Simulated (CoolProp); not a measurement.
Sulfur hexafluoride along the isotherm 340.1 K: Z from the reference equation and from simpler models built on Tc = 318.7 K, pc = 3.755 MPa, ω = 0.210; each cubic takes its own stable root.

Computed with CoolProp (reference Helmholtz-energy equation of state, Guder 2009).

```csv
p (MPa),phase,reference
1.88,gas,0.8514
3.75,gas,0.6576
5.63,supercritical,0.3838
7.51,supercritical,0.3631
9.39,supercritical,0.4104
11.3,supercritical,0.4661
13.1,supercritical,0.5201
15,supercritical,0.5773
16.9,supercritical,0.6344
18.8,supercritical,0.6910
```

Question: How far does each simpler model (van der Waals, Redlich-Kwong, Soave-Redlich-Kwong) lie from the reference over these 10 states: mean and median of the absolute difference, and the worst?

Answer: 
- van der Waals: mean 19.0 %, median 26.3 %, worst +27.6 % at 340.1 K and 18.8 MPa
- Redlich-Kwong: mean 4.2 %, median 3.8 %, worst +8.6 % at 340.1 K and 7.51 MPa
- Soave-Redlich-Kwong: mean 6.6 %, median 6.5 %, worst +13.4 % at 340.1 K and 7.51 MPa
